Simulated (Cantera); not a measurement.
An isothermal, constant-pressure homogeneous reactor starts with H₂ : O₂ : N₂ = 0.34 : 1 : 3.1 (molar parts), at 1048 K and 0.0267 bar.

Computed with Cantera and the H2/O2 subset of GRI-Mech 3.0, which has no nitrogen chemistry. Radical loss at walls, strong at low pressure, is not modelled. The temperature is held fixed by assumption; the heat of reaction is taken as removed at once.

One state of this run: x H₂ = 4.39e-6; x O₂ = 0.194; x H₂O = 0.0796; x OH = 5.69e-5; x H = 7.28e-7; x H₂O₂ = 5.18e-8. x: mole fraction; the columns are a selection and need not sum to one.

Task: Which value of t (s) does it belong to?
A) 0.278
B) 0.104
C) 0.00200
D) 0.746

Result: A, 0.278
